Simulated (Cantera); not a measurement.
A perfectly stirred reactor is fed with H2 : O2 = 0.2 : 1 (molar parts), equivalence ratio 0.10, at 10.00 Torr; it is held at 900 K, and followed from long to short residence time.

Cantera simulation using the H2/O2 subset of GRI-Mech 3.0, which has no nitrogen chemistry; the numbers are that mechanism's predictions, not measurements. Radical loss at walls, strong at low pressure, is not modelled. Below about 950 K walls govern HO2 and H2O2 in real vessels. The temperature is held fixed by assumption; the heat of reaction is taken as removed at once.

Problem. What does this change do: temperature 900 to 1125 K?

Solution. 
```json
[
 {"quantity": "x(H2) at τ = 1.20 s", "before": "0.00247", "after": "0.000569"},
 {"quantity": "x(O2) at τ = 1.20 s", "before": "0.818", "after": "0.816"},
 {"quantity": "x(H) at τ = 1.20 s", "before": "0.000188", "after": "0.000352"},
 {"quantity": "x(H2O2) at τ = 1.20 s", "before": "3.52e-7", "after": "2.99e-7"},
 {"quantity": "x(OH) at τ = 1.20 s", "before": "0.000330", "after": "0.00136"},
 {"quantity": "x(H2) at τ = 55.0 ms", "before": "0.0129", "after": "0.00363"},
 {"quantity": "x(O2) at τ = 55.0 ms", "before": "0.814", "after": "0.802"},
 {"quantity": "x(H) at τ = 55.0 ms", "before": "0.00382", "after": "0.00677"},
 {"quantity": "x(H2O2) at τ = 55.0 ms", "before": "4.91e-7", "after": "3.98e-7"},
 {"quantity": "x(OH) at τ = 55.0 ms", "before": "0.00127", "after": "0.00381"}
]
```

Problem. What does this change do: temperature 900 to 1350 K?

Solution. 
```json
[
 {"quantity": "x(H2) at τ = 1.20 s", "before": "0.00247", "after": "0.000536"},
 {"quantity": "x(O2) at τ = 1.20 s", "before": "0.818", "after": "0.812"},
 {"quantity": "x(H) at τ = 1.20 s", "before": "0.000188", "after": "0.000572"},
 {"quantity": "x(H2O2) at τ = 1.20 s", "before": "3.52e-7", "after": "1.15e-7"},
 {"quantity": "x(OH) at τ = 1.20 s", "before": "0.000330", "after": "0.00364"},
 {"quantity": "x(H2) at τ = 55.0 ms", "before": "0.0129", "after": "0.00340"},
 {"quantity": "x(O2) at τ = 55.0 ms", "before": "0.814", "after": "0.785"},
 {"quantity": "x(H) at τ = 55.0 ms", "before": "0.00382", "after": "0.00983"},
 {"quantity": "x(H2O2) at τ = 55.0 ms", "before": "4.91e-7", "after": "2.13e-7"},
 {"quantity": "x(OH) at τ = 55.0 ms", "before": "0.00127", "after": "0.00915"}
]
```

Problem. What does this change do: 0.096 parts H2O added?

Solution. 
| quantity | before | after |
|---|---|---|
| x(H2) at τ = 1.20 s | 0.00247 | 0.00255 |
| x(O2) at τ = 1.20 s | 0.818 | 0.752 |
| x(H) at τ = 1.20 s | 0.000188 | 0.000149 |
| x(H2O2) at τ = 1.20 s | 3.52e-7 | 4.44e-7 |
| x(OH) at τ = 1.20 s | 0.000330 | 0.000303 |
| x(H2) at τ = 55.0 ms | 0.0129 | 0.0134 |
| x(O2) at τ = 55.0 ms | 0.814 | 0.750 |
| x(H) at τ = 55.0 ms | 0.00382 | 0.00300 |
| x(H2O2) at τ = 55.0 ms | 4.91e-7 | 5.89e-7 |
| x(OH) at τ = 55.0 ms | 0.00127 | 0.00114 |
